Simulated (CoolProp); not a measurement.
Model: reference Helmholtz-energy equation of state, Thol 2019, in CoolProp.

### Question
For dodecamethylpentasiloxane (MD3M), give the phase and the density (kg/m³), cp (kJ/(kg K)), cv (kJ/(kg K)) at 222.25 °C and 53 kPa; 222.25 °C and 424 kPa.

### Answer
- 222.25 °C and 53 kPa: gas; density 5.25, cp 1.87, cv 1.84
- 222.25 °C and 424 kPa: liquid; density 666, cp 2.14, cv 1.89
